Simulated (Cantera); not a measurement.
Cantera run, input and output.

```python
import numpy as np
import cantera as ct

gas = ct.Solution("gri30.yaml")
gas.TPX = 1273, 101325, {'C2H6': 2.2, 'N2': 4.3}
reactor = ct.IdealGasConstPressureReactor(gas, energy="off", clone=False)
net = ct.ReactorNet([reactor])
net.rtol, net.atol = 1e-08, 1e-18
show = ['C2H6', 'C2H4', 'H2', 'HCN', 'C2H2', 'H', 'CH2']
times = np.geomspace(0.0001, 20, 15)

steps = ct.SolutionArray(gas, extra=["t"])
rows = []
print(f"{'t/s':>10s}{'T/K':>9s}{'P/Pa':>11s}" + "".join(f"{s:>11s}" for s in show))
for t in times:
    while net.time < t:
        t_next = net.step()
        steps.append(gas.state, t=t_next)
    rows.append([np.interp(t, steps.t, y) for y in (steps.T, steps.P, *steps(*show).X.T)])
    print(f"{t:10.3e}{rows[-1][0]:9.1f}{rows[-1][1]:11.4g}" + "".join(f"{x:11.3e}" for x in rows[-1][2:]))
rate = np.gradient(steps.T, steps.t)
print("integrator steps:", len(steps.t))
if steps.T.max() > steps.T[0] + 200:
    print(f"time of steepest temperature rise: {steps.t[rate.argmax()]:.4e} s")
gas.TPX = 1273, 101325, {'C2H6': 2.2, 'N2': 4.3}
gas.equilibrate("TP")
print(f"equilibrium (TP): T = {gas.T:.1f} K  " + "  ".join(f"{s} {gas[s].X[0]:.3e}" for s in show))
```

Result:

```
       t/s      T/K       P/Pa       C2H6       C2H4         H2        HCN       C2H2          H        CH2
 1.000e-04   1273.0  1.013e+05  3.336e-01  3.078e-03  2.973e-03  4.413e-12  2.401e-06  3.609e-06  1.855e-09
 2.391e-04   1273.0  1.013e+05  3.208e-01  1.184e-02  1.132e-02  1.170e-11  3.820e-05  4.427e-06  2.653e-09
 5.719e-04   1273.0  1.013e+05  2.907e-01  3.241e-02  3.107e-02  1.801e-11  2.760e-04  4.678e-06  2.539e-09
 1.368e-03   1273.0  1.013e+05  2.295e-01  7.360e-02  7.130e-02  2.297e-11  1.329e-03  5.152e-06  2.215e-09
 3.270e-03   1273.0  1.013e+05  1.308e-01  1.378e-01  1.362e-01  2.654e-11  4.892e-03  5.968e-06  1.615e-09
 7.820e-03   1273.0  1.013e+05  3.801e-02  1.906e-01  1.989e-01  2.880e-11  1.424e-02  6.109e-06  7.368e-10
 1.870e-02   1273.0  1.013e+05  6.845e-03  1.925e-01  2.265e-01  2.986e-11  2.932e-02  3.737e-06  1.771e-10
 4.472e-02   1273.0  1.013e+05  2.811e-03  1.726e-01  2.390e-01  3.037e-11  4.650e-02  2.576e-06  7.670e-11
 1.069e-01   1273.0  1.013e+05  2.287e-03  1.433e-01  2.512e-01  3.123e-11  6.857e-02  2.387e-06  6.454e-11
 2.557e-01   1273.0  1.013e+05  1.873e-03  1.150e-01  2.578e-01  3.316e-11  8.851e-02  2.114e-06  5.498e-11
 6.116e-01   1273.0  1.013e+05  1.572e-03  9.992e-02  2.495e-01  3.704e-11  9.593e-02  1.708e-06  4.651e-11
 1.462e+00   1273.0  1.013e+05  1.323e-03  9.103e-02  2.298e-01  4.352e-11  9.630e-02  1.267e-06  3.785e-11
 3.497e+00   1273.0  1.013e+05  1.061e-03  8.126e-02  2.053e-01  5.270e-11  9.591e-02  8.781e-07  2.846e-11
 8.363e+00   1273.0  1.013e+05  8.164e-04  7.093e-02  1.795e-01  6.456e-11  9.552e-02  5.896e-07  2.033e-11
 2.000e+01   1273.0  1.013e+05  6.223e-04  6.142e-02  1.557e-01  7.949e-11  9.516e-02  4.016e-07  1.454e-11
integrator steps: 1508
equilibrium (TP): T = 1273.0 K  C2H6 3.902e-04  C2H4 4.084e-02  H2 1.415e-01  HCN 6.998e-02  C2H2 6.947e-02  H 2.683e-07  CH2 8.826e-12
```

Model: GRI-Mech 3.0 (53 species, 325 reactions), integrated in Cantera. GRI-Mech 3.0 stops at C3 and has no aromatics, soot or wall deposition, so with more carbon than oxygen in the feed, carbon stays in small species such as C2H2 where larger ones or solid carbon would form.
